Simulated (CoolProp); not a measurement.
Values from CoolProp's reference Helmholtz-energy equation of state, Span 2000.

Question: Give the vapour pressure (MPa), liquid cp (kJ/(kg K)), surface tension (mN/m), liquid viscosity (µPa s) of saturated nitrogen at 100.5, 115.8, 118.3 K.

Answer: 
| T (K) | p (MPa) | liquid cp (kJ/(kg K)) | surface tension (mN/m) | liquid viscosity (µPa s) |
|---|---|---|---|---|
| 100.5 | 0.806 | 2.33 | 3.99 | 74.6 |
| 115.8 | 2.02 | 3.36 | 1.29 | 45.9 |
| 118.3 | 2.30 | 3.90 | 0.916 | 41.5 |

Viscosity comes from a separate model (Lemmon 2004). Surface tension comes from a separate correlation (Mulero 2012).
